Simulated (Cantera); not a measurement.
A Cantera script and its output.

```python
import numpy as np
import cantera as ct

gas = ct.Solution("gri30.yaml", transport_model="mixture-averaged")
show = ['NO', 'CH4', 'CO2']

rows = []
print(f"{'T/K':>7s}{'rho':>11s}{'cp':>10s}{'mu':>11s}{'lambda':>11s}{'Pr':>7s}" + "".join(f"{'D_' + s:>11s}" for s in show))
for T in [400, 550, 700, 850, 1000, 1150, 1300, 1450]:
    gas.TPX = T, 1000000, {'C2H2': 0.9, 'CH3OH': 0.27, 'C3H8': 0.5}
    Pr = gas.cp_mass * gas.viscosity / gas.thermal_conductivity
    D = [gas.mix_diff_coeffs_mole[gas.species_index(s)] for s in show]
    rows.append([gas.density, gas.cp_mass, gas.viscosity, gas.thermal_conductivity, Pr, *D])
    print(f"{T:7g}{gas.density:11.4e}{gas.cp_mass:10.1f}{gas.viscosity:11.4e}"
          f"{gas.thermal_conductivity:11.4e}{Pr:7.3f}" + "".join(f"{d:11.4e}" for d in D))
print("SI units: kg/m3, J/kg/K, Pa s, W/m/K, m2/s")
```

It prints:

```
    T/K        rho        cp         mu     lambda     Pr       D_NO      D_CH4      D_CO2
    400 9.7467e+00    1961.2 1.2495e-05 3.2845e-02  0.746 2.4402e-06 2.6872e-06 1.8342e-06
    550 7.0885e+00    2372.1 1.6509e-05 5.1401e-02  0.762 4.2916e-06 4.7745e-06 3.3164e-06
    700 5.5696e+00    2701.1 2.0092e-05 7.0168e-02  0.773 6.5192e-06 7.2966e-06 5.1247e-06
    850 4.5867e+00    2965.1 2.3347e-05 8.8670e-02  0.781 9.0874e-06 1.0210e-05 7.2240e-06
   1000 3.8987e+00    3189.0 2.6348e-05 1.0673e-01  0.787 1.1971e-05 1.3485e-05 9.5895e-06
   1150 3.3902e+00    3361.4 2.9148e-05 1.2427e-01  0.788 1.5151e-05 1.7098e-05 1.2203e-05
   1300 2.9990e+00    3510.5 3.1784e-05 1.4127e-01  0.790 1.8613e-05 2.1030e-05 1.5050e-05
   1450 2.6888e+00    3638.8 3.4284e-05 1.5772e-01  0.791 2.2343e-05 2.5269e-05 1.8119e-05
SI units: kg/m3, J/kg/K, Pa s, W/m/K, m2/s
```

Cantera simulation using GRI-Mech 3.0 (53 species, 325 reactions); the numbers are that mechanism's predictions, not measurements. Polar gases are described roughly by these parameters. The composition is frozen, though it would react at the higher temperatures.
